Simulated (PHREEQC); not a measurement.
Dissolve 0.22 mol/kgw K2CO3 and 0.0058 mol/kgw CO2 at 85 °C. Closed to the air; pH follows from the charge balance.

All values are PHREEQC results (ion-association model, wateq4f.dat), not measurements.

Question: The ionic strength comes out as 0.640 mol/kgw. What activity coefficients do CO3-2, OH-, HCO3-, K+ get?

Answer: CO3-2 0.18, OH- 0.58, HCO3- 0.65, K+ 0.59.

Precipitation was switched off in this run. At this temperature some constants are extrapolated from 25 °C, and those without enthalpy data are left unchanged.
